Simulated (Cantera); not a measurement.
Input: 1 mol SiH2Cl2, 27 mol NH3, held at 1973.15 K and 10000 Pa.

These are equilibrium values from Cantera (NASA tables, ideal gas, pure condensed phases), not measurements of a reactor. Candidate condensed phases: NH4Cl, Si, Si3N4; 28 gas species. The tables' values for SiCl, SiN are old estimates; treat these amounts as uncertain. Gases not in the tables: Si2H6 and higher silanes. Kinetics and transport are ignored.

Base state: H2 0.723, N2 0.241, HCl 0.0294, H 0.00363, SiCl2 0.00297, Si 0.000316, SiCl 0.000117, Cl 0.000111 (mole fractions); condensed: Si(l).

Q: What changes in the equilibrium state with this change: NH3 from 27 to 14 mol?

A: 
```
species       before     after
----------  --------  --------
H2             0.723     0.705
N2             0.241     0.233
HCl           0.0294    0.0491
SiCl2        0.00297   0.00845
SiCl3        8.22e-6   3.95e-5
SiCl        0.000117  0.000198
Si(l), mol     0.798     0.724
```
The tables' values for SiCl, SiCl3, SiN are old estimates; treat these amounts as uncertain.
